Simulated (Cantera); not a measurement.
## Silicon oxide and oxynitride deposition: SiCl₄ + O₃ + N₂

Feed: 1 mol SiCl₄, 7.3 mol O₃, 12 mol N₂, equilibrated at 0.0220 bar.

Cantera equilibrium calculation (NASA polynomials, part measured and part estimated; ideal gas, pure solids and liquids). Candidate condensed phases: Si, SiO₂, Si₂N₂O, Si₃N₄; 23 gas species. The tables hold silica as quartz up to 1696 K and as liquid above; real silica turns to tridymite and cristobalite and melts near 1996 K. Rates play no part.

From 1023 K to 1523 K the condensed part is SiO₂(β-quartz).

```csv
T (K),x N₂,x O₂,x Cl,x Cl₂,n SiO₂(β-quartz)
1023,0.501,0.415,0.00106,0.0829,1.00
1073,0.500,0.415,0.00208,0.0824,1.00
1123,0.500,0.415,0.00385,0.0814,1.00
1173,0.499,0.414,0.00675,0.0798,1.00
1223,0.498,0.413,0.0112,0.0774,1.00
1273,0.496,0.412,0.0178,0.0738,1.00
1323,0.494,0.410,0.0269,0.0689,1.00
1373,0.491,0.407,0.0387,0.0625,1.00
1423,0.487,0.404,0.0533,0.0546,1.00
1473,0.483,0.400,0.0699,0.0456,1.00
1523,0.478,0.396,0.0872,0.0362,1.00
```
x: gas mole fraction; n: condensed amount in mol.
